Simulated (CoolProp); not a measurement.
Saturated liquid density (kg/m³) of octamethyltrisiloxane (MDM): the reference equation beside estimates from Tc = 292.2 °C, pc = 1.438 MPa, ω = 0.528. Rackett uses Z = 0.29056 − 0.08775 ω.

Computed with CoolProp (reference Helmholtz-energy equation of state, Thol 2017).

```json
[
 {"T (°C)": "116.15", "reference": "718.6", "Rackett": "813.3", "van der Waals": "416.9", "Redlich-Kwong": "605.8", "Soave-Redlich-Kwong": "655.5", "Peng-Robinson": "740.6"},
 {"T (°C)": "119.65", "reference": "714.6", "Rackett": "808.6", "van der Waals": "414.7", "Redlich-Kwong": "601.9", "Soave-Redlich-Kwong": "652.0", "Peng-Robinson": "736.7"},
 {"T (°C)": "123.15", "reference": "710.5", "Rackett": "803.9", "van der Waals": "412.5", "Redlich-Kwong": "598.0", "Soave-Redlich-Kwong": "648.3", "Peng-Robinson": "732.8"},
 {"T (°C)": "126.65", "reference": "…", "Rackett": "799.1", "van der Waals": "410.3", "Redlich-Kwong": "594.0", "Soave-Redlich-Kwong": "644.6", "Peng-Robinson": "…"},
 {"T (°C)": "130.15", "reference": "702.3", "Rackett": "794.3", "van der Waals": "…", "Redlich-Kwong": "589.9", "Soave-Redlich-Kwong": "640.9", "Peng-Robinson": "724.7"},
 {"T (°C)": "133.65", "reference": "698.2", "Rackett": "789.4", "van der Waals": "…", "Redlich-Kwong": "585.8", "Soave-Redlich-Kwong": "637.0", "Peng-Robinson": "720.5"},
 {"T (°C)": "137.15", "reference": "694.0", "Rackett": "…", "van der Waals": "403.4", "Redlich-Kwong": "581.7", "Soave-Redlich-Kwong": "633.1", "Peng-Robinson": "716.2"},
 {"T (°C)": "140.65", "reference": "689.8", "Rackett": "779.6", "van der Waals": "…", "Redlich-Kwong": "577.5", "Soave-Redlich-Kwong": "629.1", "Peng-Robinson": "711.9"},
 {"T (°C)": "144.15", "reference": "685.5", "Rackett": "774.6", "van der Waals": "398.6", "Redlich-Kwong": "573.2", "Soave-Redlich-Kwong": "625.1", "Peng-Robinson": "707.4"},
 {"T (°C)": "147.55", "reference": "681.3", "Rackett": "769.7", "van der Waals": "396.3", "Redlich-Kwong": "…", "Soave-Redlich-Kwong": "621.0", "Peng-Robinson": "703.0"},
 {"T (°C)": "151.05", "reference": "677.0", "Rackett": "764.5", "van der Waals": "…", "Redlich-Kwong": "564.6", "Soave-Redlich-Kwong": "616.8", "Peng-Robinson": "698.3"}
]
```

### Question
What belongs in the gaps?

### Answer

- 126.65, reference: 706.5
- 126.65, Peng-Robinson: 728.8
- 130.15, van der Waals: 408.0
- 133.65, van der Waals: 405.7
- 137.15, Rackett: 784.5
- 140.65, van der Waals: 401.0
- 147.55, Redlich-Kwong: 569.0
- 151.05, van der Waals: 393.8

Absolute difference from the reference over all 11 rows, mean and median: Rackett 13.1 and 13.1 %, van der Waals 41.9 and 41.9 %, Redlich-Kwong 16.1 and 16.1 %, Soave-Redlich-Kwong 8.8 and 8.8 %, Peng-Robinson 3.2 and 3.2 %.
